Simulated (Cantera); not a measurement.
**Adiabatic ignition**

An adiabatic, constant-volume homogeneous reactor starts with 39.5 % H2, 13.1 % O2, 47.4 % N2, equivalence ratio 1.5, at 1600 K and 465 Torr.

Cantera simulation using the H2/O2 subset of GRI-Mech 3.0, which has no nitrogen chemistry; the numbers are that mechanism's predictions, not measurements.

```
t (s)     T (K)  P (bar)   x H2     x O2   x H2O2      x O      x H    x HO2     x OH
--------  -----  -------  -----  -------  -------  -------  -------  -------  -------
5.00e-6    1600    0.620  0.395    0.131  1.09e-7  3.94e-6  3.85e-5  3.34e-6  3.80e-6
1.23e-5    1616    0.626  0.369    0.121  3.73e-7  0.00158   0.0153  2.12e-5  0.00154
3.03e-5    2155    0.813  0.128   0.0123  3.07e-7   0.0184    0.128  4.44e-6   0.0261
7.45e-5    2675    0.974  0.142  0.00744  1.72e-7   0.0117   0.0818  3.19e-6   0.0318
0.000183   2972     1.06  0.147  0.00481  2.77e-7  0.00747   0.0582  3.72e-6   0.0306
0.000451   2988     1.06  0.147  0.00468  2.87e-7  0.00725   0.0570  3.75e-6   0.0305
0.00111    2988     1.06  0.147  0.00468  2.87e-7  0.00725   0.0570  3.75e-6   0.0305
0.00273    2988     1.06  0.147  0.00468  2.87e-7  0.00725   0.0570  3.75e-6   0.0305
0.00671    2988     1.06  0.147  0.00468  2.87e-7  0.00725   0.0570  3.75e-6   0.0305
0.0165     2988     1.06  0.147  0.00468  2.87e-7  0.00725   0.0570  3.75e-6   0.0305
0.0406     2988     1.06  0.147  0.00468  2.87e-7  0.00725   0.0570  3.75e-6   0.0305
0.100      2988     1.06  0.147  0.00468  2.87e-7  0.00725   0.0570  3.75e-6   0.0305
```
x: mole fraction; the columns are a selection and need not sum to one.

| Property | Result |
|---|---|
| time of steepest temperature rise | 15.4 µs |
| temperature at 0.100 s | 2988 K |
| equilibrium temperature | 2988 K |
| x(H2) at 0.100 s | 0.147 (gas-phase equilibrium 0.147) |
| x(O2) at 0.100 s | 0.00468 (gas-phase equilibrium 0.00468) |
| x(H2O2) at 0.100 s | 2.87e-7 (gas-phase equilibrium 2.87e-7) |
